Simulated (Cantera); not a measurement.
An isothermal plug-flow reactor at 1200 K and 1.00 atm (inlet), inlet velocity 3.2 m/s, active area per volume 2400 1/m; feed CH₄ : O₂ : N₂ : H₂O = 0.0076 : 0.13 : 0.79 : 0.0062 (molar parts).

Model: Deutschmann's 1995 Pt surface mechanism with GRI-Mech 3.0 gas chemistry, integrated in Cantera. Catalytic surfaces can have several steady states; this one follows from the mechanism file's or the stated starting coverage. Mass transfer to the wall is taken as infinitely fast.

Problem. Predict: x(CH₄) at z = 0.015 m; x(O₂) at z = 0.015 m; x(H₂O) at z = 0.015 m; x(CO₂) at z = 0.015 m; x(CO) at z = 0.015 m; θ(free Pt) at the exit; θ(O*) at the exit; θ(OH*) at the exit.

Solution. 
| Quantity | Value |
|---|---|
| x(CH₄) at z = 0.015 m | 9.11e-5 |
| x(O₂) at z = 0.015 m | 0.123 |
| x(H₂O) at z = 0.015 m | 0.0226 |
| x(CO₂) at z = 0.015 m | 0.00791 |
| x(CO) at z = 0.015 m | 2.08e-7 |
| θ(free Pt) at the exit | 0.403 |
| θ(O*) at the exit | 0.596 |
| θ(OH*) at the exit | 0.00185 |
